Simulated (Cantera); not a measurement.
Charge: 1 mol SiC, 0.0027 mol H₂O, 11 mol N₂, equilibrated at 1525 K and 13.3 mbar.

Method: chemical equilibrium by Gibbs-energy minimisation in Cantera with the NASA 1993 tables (ideal gas, pure condensed phases). Candidate condensed phases: C, C₆H₆, C₇H₈, C₈H₁₈, H₂O, Si, SiC, SiO₂, Si₂N₂O, Si₃N₄; 151 gas species. Mutual solubility and eutectic melting of coexisting phases are not modelled. Equilibrium is a limit: real reactors are often held back by kinetics, nucleation or transport.

Base state: N₂ 1.000, H₂ 0.000241, CO 0.000237 (mole fractions); condensed: SiC(s) + Si₃N₄(s).

### Question
What changes in the equilibrium state with this change: H₂O from 0.0027 to 0.079 mol?

### Answer
| species | before | after |
|---|---|---|
| N₂ | 1.000 | 0.988 |
| H₂ | 0.000241 | 0.00708 |
| CO | 0.000237 | 0.00471 |
| SiO | 8.28e-6 | 4.23e-5 |
| HCN | 4.87e-6 | 5.18e-5 |
| H | 3.18e-6 | 1.72e-5 |
| SiC(s), mol | 0.997 | 0.947 |
| Si₃N₄(s), mol | 0.000857 | 0 |
| Si₂N₂O(s), mol | 0 | 0.0262 |
